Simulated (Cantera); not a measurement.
A perfectly stirred reactor is fed with CH₄ : O₂ : N₂ = 1 : 2.41 : 9.06 (molar parts), equivalence ratio 0.83, at 9.87 atm; it is adiabatic with a 700 K inlet, and is followed from long to short residence time, starting on the burning branch (τ in s: 0.061, 0.03, 0.015, 0.0071, 0.0035, 0.0017, 0.00083, 0.00041, 0.0002, 9.8e-05).

Cantera simulation using GRI-Mech 3.0 (53 species, 325 reactions); the numbers are that mechanism's predictions, not measurements.

x: mole fraction; the columns are a selection and need not sum to one.

| τ (s) | T (K) | x CH₄ | x O₂ | x H₂ | x CH₃ | x H₂O₂ |
|---|---|---|---|---|---|---|
| 0.061 | 2326 | 5.85e-7 | 0.0309 | 0.000696 | 2.78e-7 | 4.15e-7 |
| 0.030 | 2328 | ___ | 0.0314 | 0.000706 | ___ | 4.21e-7 |
| 0.015 | 2329 | 2.29e-6 | 0.0319 | 0.000724 | 1.09e-6 | 4.28e-7 |
| 0.0071 | 2329 | 4.69e-6 | 0.0324 | 0.000760 | 2.24e-6 | 4.38e-7 |
| 0.0035 | 2328 | 9.13e-6 | 0.0328 | 0.000824 | 4.36e-6 | 4.50e-7 |
| 0.0017 | 2323 | 1.76e-5 | 0.0333 | 0.000947 | 8.36e-6 | 4.70e-7 |
| 0.00083 | 2314 | 3.26e-5 | 0.0338 | 0.00116 | 1.53e-5 | 5.05e-7 |
| 0.00041 | 2299 | 5.78e-5 | 0.0347 | 0.00152 | 2.64e-5 | 5.66e-7 |
| 0.00020 | 2275 | 0.000101 | 0.0359 | 0.00207 | 4.43e-5 | 6.66e-7 |
| 9.8e-5 | 2241 | ___ | 0.0377 | ___ | ___ | ___ |

Task: What belongs in the gaps?

Result: 
- 0.030, x CH₄: 1.17e-6
- 0.030, x CH₃: 5.58e-7
- 9.8e-5, x CH₄: 0.000175
- 9.8e-5, x H₂: 0.00283
- 9.8e-5, x CH₃: 7.25e-5
- 9.8e-5, x H₂O₂: 8.17e-7
